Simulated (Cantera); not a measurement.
What does this Cantera script print?

```python
import numpy as np
import cantera as ct

gas_names = [...]  # 47 gases of nasa_gas.yaml made of Cl, H, N, O, Si
cond_names = """
    H2O(s) H2O(L) NH4CL(a) NH4CL(b) Si(cr) Si(L) SiO2(Lqz) SiO2(hqz) SiO2(L) Si2N2O(s) Si3N4(a)
""".split()


# ... load() reads the species with a 1 bar reference pressure and builds the phases ...
atoms = {
    'SiH2Cl2': {'Si': 1, 'H': 2, 'CL': 2},
    'NO': {'N': 1, 'O': 1},
}
top_T = {'Si2N2O(s)': 2100, 'Si3N4(a)': 2400}  # K; cautious upper limits of use, not melting points


# ... equilibrate(T, P, feed) seeds the gas with the atoms and calls Mixture.equilibrate('TP', solver="vcs", rtol=1e-11, max_steps=5000) ...
results = []
feed = {'SiH2Cl2': 1, 'NO': 11}  # mol
T = 848.15  # K
for P in [5, 17, 59, 210, 710, 2400, 8400, 29000, 100000]:
    mix = equilibrate(T, P, feed)
    results.append((T, P, feed, dict(zip(mix.species_names, mix.species_moles))))

top = {s: max(r[3][s] / sum(r[3][g] for g in gas_names) for r in results) for s in gas_names}
cols = sorted((s for s in top if top[s] > 0.0001), key=lambda s: -top[s])[:9]
seen = [c for c in cond_names if any(r[3].get(c, 0) > 1e-12 for r in results)]
print("log10 of partial pressures in bar; condensed amounts in mol")
print(f"{'P/Pa':>10s}" + "".join(f"{s[:9]:>10s}" for s in cols + seen))
for T, P, feed, n in results:
    ng = sum(n[g] for g in gas_names)
    print(f"{P:10.4g}" + "".join(f"{np.log10(max(n[s] / ng * P / 1e5, 1e-99)):10.3f}" for s in cols)
          + "".join(f"{n.get(c, 0):10.4g}" for c in seen))
```

It prints:

```
log10 of partial pressures in bar; condensed amounts in mol
      P/Pa        N2        O2       HCL       H2O       CL2        CL SiO2(hqz)
         5    -4.638    -4.731    -5.136    -6.274    -6.282    -7.712         1
        17    -4.105    -4.201    -4.623    -5.631    -5.634    -7.388         1
        59    -3.564    -3.662    -4.106    -4.981    -4.982    -7.062         1
       210    -3.012    -3.112    -3.587    -4.324    -4.325    -6.733         1
       710    -2.482    -2.585    -3.096    -3.701    -3.702    -6.422         1
      2400    -1.951    -2.058    -2.614    -3.088    -3.088    -6.115         1
      8400    -1.406    -1.517    -2.128    -2.467    -2.467    -5.804         1
   2.9e+04    -0.866    -0.981    -1.657    -1.862    -1.862    -5.502         1
     1e+05    -0.327    -0.446    -1.198    -1.269    -1.269    -5.205         1
```

These are equilibrium values from Cantera (NASA tables, ideal gas, pure condensed phases), not measurements of a reactor.
